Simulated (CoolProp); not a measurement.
Properties of hexamethyldisiloxane (MM) along the isotherm 346.85 °C.

The numbers come from the reference Helmholtz-energy equation of state, Thol 2016 in CoolProp.

```tsv
p (MPa)	phase	density (kg/m³)	isothermal compressibility (1/MPa)	fugacity coefficient
0.069	gas	2.188	14.59	0.9934
0.138	gas	4.406	7.345	0.9868
0.207	gas	6.654	4.930	0.9802
0.276	gas	8.933	3.724	0.9737
0.345	gas	11.24	3.000	0.9672
0.414	gas	[?]	2.518	0.9607
0.483	gas	[?]	2.174	0.9543
0.552	gas	18.38	1.916	0.9479
0.621	gas	20.83	1.716	0.9415
0.69	gas	23.31	1.556	0.9351
0.759	gas	25.83	1.425	[?]
0.828	gas	28.39	1.316	0.9226
0.897	gas	30.99	1.224	0.9163
0.966	gas	33.62	1.145	0.9101
```

### Question
Fill in the missing entries.

### Answer

- 0.414, density (kg/m³): 13.59
- 0.483, density (kg/m³): 15.97
- 0.759, fugacity coefficient: 0.9288
